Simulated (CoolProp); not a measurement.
Saturated liquid density (kg/m³) of ethane: the reference equation beside estimates from Tc = 32.2 °C, pc = 48.72 bar, ω = 0.099.

Computed with CoolProp (reference Helmholtz-energy equation of state, Bücker 2006).

| T (°C) | reference | van der Waals | Redlich-Kwong | Soave-Redlich-Kwong | Peng-Robinson |
|---|---|---|---|---|---|
| -100.35 | 558.3 | 363.8 | 537.4 | 538.5 | 607.4 |
| -92.95 | 549.3 | 358.1 | 527.7 | 529.4 | 597.6 |
| -85.65 | 540.1 | 352.3 | 517.7 | 520.0 | 587.5 |
| -78.25 | 530.7 | 346.2 | 507.0 | 510.0 | 576.5 |
| -70.95 | 521.1 | 339.9 | 496.0 | 499.6 | 565.2 |
| -63.55 | 511.0 | 333.2 | 484.3 | 488.4 | 552.9 |
| -56.25 | 500.7 | 326.4 | 472.2 | 476.8 | 540.1 |
| -48.85 | 489.9 | 319.1 | 459.2 | 464.3 | 526.2 |
| -41.55 | 478.8 | 311.6 | 445.7 | 451.2 | 511.6 |
| -34.15 | 467.0 | 303.5 | 431.2 | 437.1 | 495.7 |
| -26.75 | 454.4 | 294.9 | 415.7 | 421.9 | 478.5 |
| -19.45 | 441.3 | 285.8 | 399.4 | 405.7 | 460.1 |
| -12.05 | 426.9 | 275.9 | 381.5 | 388.0 | 439.7 |
| -4.75 | 411.3 | 265.3 | 362.4 | 368.8 | 417.5 |
| 2.65 | 393.8 | 253.3 | 341.0 | 347.1 | 392.4 |

Absolute difference from the reference over all 15 rows, mean and median: van der Waals 35.0 and 34.9 %, Redlich-Kwong 7.1 and 6.3 %, Soave-Redlich-Kwong 6.1 and 5.2 %, Peng-Robinson 6.3 and 7.4 %.
